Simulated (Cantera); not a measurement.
Charge: 1 mol Si(CH3)4, 0.013 mol C2H4, 1.7 mol H2, at 1348.15 K and 75.0 Torr.

Equilibrium computed with Cantera from the NASA thermochemical tables; the gas is ideal and each condensed phase is pure. Candidate condensed phases: C, C6H6, C7H8, C8H18, Si, SiC; 87 gas species. The numbers say what is thermodynamically allowed, not how fast it happens.

Base state: H2 0.999, CH4 0.000582 (mole fractions); condensed: C(graphite) + SiC(s).

Q: What changes in the equilibrium state with this change: temperature from 1348.15 K to 1900 K?

A: 
| species | before | after |
|---|---|---|
| H2 | 0.999 | 0.997 |
| H | 7.33e-6 | 0.00251 |
| C2H2 (acetylene) | 1.20e-6 | 0.000381 |
| CH4 | 0.000582 | 5.59e-5 |
| C(graphite), mol | 3.02 | 3.02 |
| SiC(s), mol | 1.00 | 1.000 |
